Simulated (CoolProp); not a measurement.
Aqueous potassium acetate as a coolant, 15 % by mass, freezing at -7.5 °C, 1 atm.

Model: Melinder's fits for secondary coolants, in CoolProp.

| T (°C) | Prandtl number | viscosity (mPa s) | cp (kJ/(kg K)) | conductivity (W/(m K)) |
|---|---|---|---|---|
| -0.8 | 18.5 | ? | 3.635 | 0.517 |
| 3.1 | 16.1 | 2.32 | 3.640 | 0.523 |
| 6.9 | 14.2 | 2.06 | 3.645 | 0.529 |
| 10.7 | ? | 1.85 | 3.650 | 0.534 |
| 14.5 | 11.3 | 1.67 | 3.655 | 0.540 |
| 18.4 | 10.1 | 1.51 | 3.660 | 0.546 |
| 22.2 | 9.18 | 1.38 | 3.665 | 0.551 |
| 26 | ? | ? | 3.670 | 0.557 |
| 29.9 | 7.64 | 1.17 | 3.674 | 0.562 |
| 33.7 | 7.01 | 1.08 | 3.678 | 0.568 |

Some entries are withheld; supply them.


- -0.8, viscosity (mPa s): 2.64
- 10.7, Prandtl number: 12.6
- 26, Prandtl number: 8.36
- 26, viscosity (mPa s): 1.27
